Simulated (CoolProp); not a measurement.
Cyclopropane at 298.15 K and 0.536 MPa is compressed adiabatically to 1.13 MPa with isentropic efficiency 0.9. Each further row changes one setting.

Computed with CoolProp (reference Helmholtz-energy equation of state, Polt 1992). This equation is an older, rougher fit.

| case | work (kJ/kg) | final temperature (K) | final density (kg/m³) |
|---|---|---|---|
| as stated | 46.0 | (withheld) | (withheld) |
| efficiency 1 | 41.4 | (withheld) | (withheld) |
| efficiency 0.65 | 63.7 | 347.8 | (withheld) |

Problem. Complete the blanks.

Solution. 
- as stated, final temperature (K): 338.1
- as stated, final density (kg/m³): 19.5
- efficiency 1, final temperature (K): 335.5
- efficiency 1, final density (kg/m³): 19.7
- efficiency 0.65, final density (kg/m³): 18.6
